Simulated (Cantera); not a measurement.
Charge: 1 mol Si3N4, a varied amount of H2, held at 0.500 bar.

Method: chemical equilibrium by Gibbs-energy minimisation in Cantera with the NASA 1993 tables (ideal gas, pure condensed phases). Candidate condensed phases: Si, Si3N4; 18 gas species. Mutual solubility and eutectic melting of coexisting phases are not modelled. Equilibrium is a limit: real reactors are often held back by kinetics, nucleation or transport.

**Question.** What condenses at these points (T in °C, n(H2) in mol): (1125, 23); (1125, 8.4); (1350, 3.9); (1225, 8.4); (1300, 30)?

**Answer.** 
| T (°C) | n(H2) in mol | condensed phases | Si condensed (%) |
|---|---|---|---|
| 1125 | 23 | Si + Si3N4 | 100.0 |
| 1125 | 8.4 | Si3N4 | 100.0 |
| 1350 | 3.9 | Si + Si3N4 | 100.0 |
| 1225 | 8.4 | Si + Si3N4 | 100.0 |
| 1300 | 30 | Si + Si3N4 | 100.0 |
